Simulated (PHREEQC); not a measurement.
## Acid mine or pickling water: an equilibrium model

Synthetic water in mg/kgw, 25 °C, pH 3.53, pe 12.5:

```
constituent              mg/kgw
-----------------------  ------
Na                         18.4
K                          4.14
Ca                          176
Mg                         11.8
Cl                          126
S(6) as SO4                 387
Zn                         3.25
Si as SiO2                 19.4
N(5) as NO3               0.162
O(0) (dissolved oxygen)   0.438
F                        0.0285
```

Na is adjusted to close the charge balance.
Valence states are taken as typed.

The numbers come from PHREEQC with the ion-association model, wateq4f.dat.

No solid was allowed to form.

Estimate the ionic strength.

ionic strength 0.0168 mol/kgw.

In which forms is F present?

F- 70 %, HF 27 %, CaF+ 1.3 %, MgF+ 1.1 % of the F.

Saturation is exceeded, for instance for Quartz (slow to form), Chalcedony (slow to form); the values hold only as long as no solid forms. Species that the database lacks are ignored. SiF6-2 is the database's only silicon fluoride.
